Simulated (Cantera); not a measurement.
Charge: 1 mol CaO, 44 mol Cl2, at 1052 °C and 623 Torr.

These are equilibrium values from Cantera (NASA tables, ideal gas, pure condensed phases), not measurements of a reactor. Candidate condensed phases: Ca, CaCl2, CaO; 11 gas species. Condensed phases not in the tables: oxide chlorides. Kinetics and transport are ignored.

Base state: Cl2 0.972, Cl 0.0167, O2 0.0114, CaCl2 0.000112, ClO 5.13e-5 (mole fractions); condensed: CaCl2(l).

Question: What changes in the equilibrium state with this change: temperature from 1052 °C to 1325 °C?

Answer: 
| species | before | after |
|---|---|---|
| Cl2 | 0.972 | 0.871 |
| Cl | 0.0167 | 0.111 |
| O2 | 0.0114 | 0.0107 |
| CaCl2 | 0.000112 | 0.00690 |
| ClO | 5.13e-5 | 0.000229 |
| CaCl2(l), mol | 0.995 | 0.680 |
